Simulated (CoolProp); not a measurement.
The numbers come from the reference Helmholtz-energy equation of state, Smukala 2000 in CoolProp.

### Question
Give the vapour pressure (bar), enthalpy of vaporisation (kJ/kg), surface tension (mN/m) of saturated ethylene at -79.25, -56.75, -41.85 °C.

### Answer
```csv
T (°C),p (bar),enthalpy of vaporisation (kJ/kg),surface tension (mN/m)
-79.25,3.52,443,12.3
-56.75,8.46,399,8.70
-41.85,13.7,363,6.45
```

Surface tension comes from a separate correlation (Mulero 2012).
